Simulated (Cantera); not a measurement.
Charge: 1 mol CO, 0.22 mol NH₃, 11 mol N₂, held at 1225 °C and 36.8 Torr.

These are equilibrium values from Cantera (NASA tables, ideal gas, pure condensed phases), not measurements of a reactor. Candidate condensed phases: C, C₆H₆, C₇H₈, C₈H₁₈, H₂O; 136 gas species. Kinetics and transport are ignored.

Base state: N₂ 0.893, CO 0.0804, H₂ 0.0265, H 1.26e-5 (mole fractions); condensed: gas only.

Question: What changes in the equilibrium state with this change: temperature from 1225 °C to 427 °C?

Answer: 
```csv
species,before,after
N₂,0.893,0.927
CO₂,4.34e-6,0.0324
H₂,0.0265,0.0214
CO,0.0804,0.0128
CH₄,4.40e-9,0.000191
H,1.26e-5,<1e-9
"C(graphite), mol",0,0.455
```

Question: What changes in the equilibrium state with this change: temperature from 1225 °C to 2227 °C?

Answer: 
| species | before | after |
|---|---|---|
| N₂ | 0.893 | 0.886 |
| CO | 0.0804 | 0.0798 |
| H₂ | 0.0265 | 0.0186 |
| H | 1.26e-5 | 0.0155 |
